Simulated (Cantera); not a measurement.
Mixture: 17.4 % CH4, 2.08 % H2, 22.4 % O2, 58.2 % N2, equivalence ratio 1.6, at 0.520 bar, adiabatic and at constant volume. Ignition delay is the time to a rise of 400 K.

Detailed kinetics in Cantera: GRI-Mech 3.0 (53 species, 325 reactions).

Predict: delay at 1125 K; delay at 1200 K; delay at 1275 K; delay at 1350 K; delay at 1425 K; delay at 1500 K; apparent activation energy between 1350 and 1500 K.


```json
{
 "delay at 1125 K": "52.6 ms",
 "delay at 1200 K": "21.2 ms",
 "delay at 1275 K": "8.86 ms",
 "delay at 1350 K": "3.91 ms",
 "delay at 1425 K": "1.85 ms",
 "delay at 1500 K": "0.952 ms",
 "apparent activation energy between 1350 and 1500 K": "160 kJ/mol"
}
```
